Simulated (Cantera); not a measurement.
Feed: 1 mol CaO, 1.8 mol NF₃, 18 mol H₂, at 1525 K and 73.0 mbar.

Cantera equilibrium calculation (NASA polynomials, part measured and part estimated; ideal gas, pure solids and liquids). Candidate condensed phases: Ca, CaF₂, CaO, Ca(OH)₂, H₂O; 47 gas species. The numbers say what is thermodynamically allowed, not how fast it happens.

Base state: H₂ 0.743, HF 0.165, H₂O 0.0485, N₂ 0.0437, H 7.55e-5, CaF₂ 5.04e-5 (mole fractions); condensed: CaF₂(s).

Problem. What changes in the equilibrium state with this change: CaO replaced by CuO?

Solution. 
| species | before | after |
|---|---|---|
| H₂ | 0.743 | 0.662 |
| HF | 0.165 | 0.250 |
| H₂O | 0.0485 | 0.0463 |
| N₂ | 0.0437 | 0.0417 |
| Cu | 0 | 0.000170 |
| CaF₂ | 5.04e-5 | 0 |
| CuF | 0 | 1.98e-5 |
| H | 7.55e-5 | 7.12e-5 |
| CaF₂(s), mol | 0.999 | 0 |
| Cu(l), mol | 0 | 0.996 |
Further candidate phases: Cu, CuF₂, CuO, Cu(OH)₂, Cu₂O.
